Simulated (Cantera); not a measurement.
A Cantera script and what it prints.

```python
import numpy as np
import cantera as ct

gas_names = """
    H Ca HF
""".split()
cond_names = """
    CaF2(a) CaF2(b) CaF2(L)
""".split()


# ... load() reads the species with a 1 bar reference pressure and builds the phases ...
species = {s.name: s for s in load("nasa_gas.yaml", gas_names) + load("nasa_condensed.yaml", cond_names)}
# Each term lists the table entries of one substance; the one whose range holds T is used.
reactions = {
    '2 H(g) + CaF2 = Ca(g) + 2 HF(g)':
        [(-2, ['H']), (-1, ['CaF2(a)', 'CaF2(b)', 'CaF2(L)']), (1, ['Ca']), (2, ['HF'])],
}


def pick(names, T):
    return next(species[n] for n in names if species[n].thermo.min_temp <= T <= species[n].thermo.max_temp)


results = []
for label, terms in reactions.items():
    print(label)
    print("     T/K   dH/kJ  dS/(J/K)   dG/kJ   log10 K")
    for T in [1398, 1448, 1498, 1548, 1598, 1648]:
        used = [(nu, pick(names, T)) for nu, names in terms]
        dH = sum(nu * s.thermo.h(T) for nu, s in used) / 1e6
        dS = sum(nu * s.thermo.s(T) for nu, s in used) / 1e3
        dG = dH - T * dS / 1e3
        logK = -dG * 1e6 / (ct.gas_constant * T * np.log(10))
        results.append((label, T, dH, dS, dG, logK, [s.name for _, s in used]))
        print(f"{T:8g} {dH:8.1f} {dS:8.1f} {dG:8.1f} {logK:8.2f}")
```

Output:

```
2 H(g) + CaF2 = Ca(g) + 2 HF(g)
     T/K   dH/kJ  dS/(J/K)   dG/kJ   log10 K
    1398    371.0    137.1    179.3    -6.70
    1448    362.8    131.3    172.6    -6.23
    1498    358.8    128.6    166.1    -5.79
    1548    354.8    126.0    159.7    -5.39
    1598    350.8    123.5    153.5    -5.02
    1648    346.7    121.0    147.4    -4.67
```

Cantera with NASA thermochemical tables; ideal gases at 1 bar, condensed phases pure. Condensed species are held in their standard states even where they would react or evaporate.
